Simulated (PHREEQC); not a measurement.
PHREEQC input (ion-association model, wateq4f.dat):

```
SOLUTION_MASTER_SPECIES
  An  An-  0  An  62.0  # stands for a non-complexing anion
SOLUTION_SPECIES
  An- = An-
    -log_k 0
    -gamma 3.0 0
PHASES
  Fix_H+
    H+ = H+
    -log_k 0
SOLUTION 1
  temp 25
  units mmol/kgw
  pH 7 charge
  Na 5
  An 5
END
SELECTED_OUTPUT 1
  -reset false
  -pH true
  -pe true
  -ionic_strength true
  -water true
  -totals Na
  -molalities Hfo_wOH Hfo_wOH2+ Hfo_wO- Hfo_sOH Hfo_sOH2+ Hfo_sO-
USER_PUNCH 1
  -headings sigma psi
  10 PUNCH EDL("sigma", "Hfo"), EDL("psi", "Hfo")
PRINT
  -reset false
USE solution 1
SURFACE 1
  Hfo_wOH 0.000786517 600 0.35
  Hfo_sOH 1.96629e-05
EQUILIBRIUM_PHASES 1
  Fix_H+ -3 HAn 10
    -force_equality true
  O2(g) -0.68 10
END
# ... the last block is repeated for the other 16 points of pH, with NaOH or the acid as the point needs
```

Selected output (columns that matter, 17 of 17 rows; pH added in front):

```
pH	mu	Na	m_Hfo_wOH	m_Hfo_wOH2+	m_Hfo_wO-	m_Hfo_sOH	m_Hfo_sOH2+	m_Hfo_sO-	sigma	psi
3	0.00641	0.005	0.00013922	0.00064662	6.8664e-07	3.4804e-06	1.6165e-05	1.7166e-08	0.30422	0.21432
3.38	0.0057303	0.005	0.00023174	0.00055255	2.2266e-06	5.7935e-06	1.3814e-05	5.5665e-08	0.25919	0.20898
3.75	0.0054232	0.005	0.00032294	0.00045836	5.2124e-06	8.0735e-06	1.1459e-05	1.3031e-07	0.21343	0.20042
4.12	0.005267	0.005	0.00040429	0.00037216	1.0061e-05	1.0107e-05	9.304e-06	2.5154e-07	0.17054	0.18965
4.5	0.0051775	0.005	0.00047205	0.0002973	1.7171e-05	1.1801e-05	7.4324e-06	4.2927e-07	0.13193	0.17692
4.88	0.0051225	0.005	0.00052245	0.00023777	2.6298e-05	1.3061e-05	5.9442e-06	6.5746e-07	0.099599	0.16279
5.25	0.0050865	0.005	0.00055622	0.00019371	3.6589e-05	1.3906e-05	4.8426e-06	9.1473e-07	0.073999	0.14778
5.62	0.005061	0.005	0.00057776	0.00016137	4.7389e-05	1.4444e-05	4.0342e-06	1.1847e-06	0.053681	0.13156
6	0.005042	0.005	0.00059068	0.00013785	5.7982e-05	1.4767e-05	3.4463e-06	1.4496e-06	0.037617	0.11369
6.38	0.0050283	0.005	0.00059761	0.00012166	6.725e-05	1.494e-05	3.0415e-06	1.6812e-06	0.025626	0.094725
6.75	0.0050187	0.005	0.00060101	0.00011086	7.4642e-05	1.5025e-05	2.7715e-06	1.8661e-06	0.017059	0.075371
7.12	0.0050118	0.005	0.00060266	0.00010338	8.0486e-05	1.5066e-05	2.5844e-06	2.0122e-06	0.01078	0.055349
7.5	0.0050065	0.005	0.00060342	9.7881e-05	8.5219e-05	1.5085e-05	2.447e-06	2.1305e-06	0.0059634	0.034306
7.88	0.0050023	0.005	0.00060371	9.3651e-05	8.9155e-05	1.5093e-05	2.3413e-06	2.2289e-06	0.0021175	0.012974
8.25	0.0050033	0.0050047	0.00060374	9.003e-05	9.2749e-05	1.5093e-05	2.2507e-06	2.3187e-06	-0.0012809	-0.0078996
8.62	0.0050098	0.0050151	0.00060353	8.6308e-05	9.6681e-05	1.5088e-05	2.1577e-06	2.417e-06	-0.0048854	-0.028712
9	0.005021	0.0050312	0.00060292	8.1829e-05	0.00010177	1.5073e-05	2.0457e-06	2.5442e-06	-0.0093908	-0.049848
```

Species that the database lacks are ignored. The oxide is taken as insoluble; below pH 4 it would dissolve.
